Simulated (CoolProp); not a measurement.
R1336mzz(Z) along the isotherm 226.85 °C: fugacity coefficient from the reference equation and from simpler models built on Tc = 171.3 °C, pc = 2904 kPa, ω = 0.386; each cubic takes its own stable root.

Model: reference Helmholtz-energy equation of state, McLinden 2020, in CoolProp.

| p (kPa) | phase | reference | Soave-Redlich-Kwong | Peng-Robinson |
|---|---|---|---|---|
| 1610 | gas | 0.8770 | 0.8830 | 0.8672 |
| 3230 | supercritical | 0.7609 | 0.7737 | 0.7478 |
| 4840 | supercritical | 0.6541 | 0.6750 | 0.6440 |
| 6450 | supercritical | 0.5644 | 0.5947 | 0.5619 |
| 8070 | supercritical | 0.4994 | 0.5370 | 0.5030 |
| 9680 | supercritical | 0.4544 | 0.4972 | 0.4618 |
| 11300 | supercritical | 0.4223 | 0.4690 | 0.4320 |
| 12900 | supercritical | 0.3991 | 0.4490 | 0.4105 |
| 14500 | supercritical | 0.3819 | 0.4348 | 0.3944 |
